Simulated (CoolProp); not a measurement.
Vapour-liquid equilibrium of isopentane (1) + toluene (2) at 411.1 K; x and y are mole fractions of (1).

Values from CoolProp's multi-fluid Helmholtz-energy mixture model, Lemmon 2006 and Lemmon 2006; pair parameters Bell 2016.

### Question
Give the bubble pressure and the first vapour's composition at x = 0.05, 0.5, 0.575. Is there an azeotrope?

### Answer
x = 0.05: 0.2787 MPa, y = 0.275; x = 0.5: 0.8976 MPa, y = 0.844; x = 0.575: 0.9869 MPa, y = 0.871. No azeotrope shows between x = 0.05 and 0.95.

The pair parameters rest on a limited set of measurements; away from them the model extrapolates. The gap from Raoult's law changes sign with composition, which may be real or a fault of the pair parameters; it wasn't checked against measurements.
